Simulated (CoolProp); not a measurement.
Vapour pressure (bar) of decamethyltetrasiloxane (MD2M): the reference equation beside estimates from Tc = 326.2 °C, pc = 11.44 bar, ω = 0.635.

The numbers come from the reference Helmholtz-energy equation of state, Thol 2017 in CoolProp.

```
T (°C)  reference  Lee-Kesler  Peng-Robinson
------  ---------  ----------  -------------
154.35     0.3397      0.3392         0.3474
158.55     0.3857      0.3849         0.3934
162.75     0.4366      0.4354         0.4443
167.05     0.4940      0.4924         0.5017
171.25     0.5557      0.5537         0.5634
175.45     0.6232      0.6209         0.6310
179.65     0.6971      0.6944         0.7049
183.95     0.7797      0.7765         0.7875
188.15     0.8675      0.8639         0.8755
192.35     0.9629      0.9589         0.9710
196.55      1.066       1.062          1.075
200.85      1.181       1.176          1.190
205.05      1.301       1.296          1.311
```

Absolute difference from the reference over all 13 rows, mean and median: Lee-Kesler 0.3 and 0.4 %, Peng-Robinson 1.3 and 1.1 %.
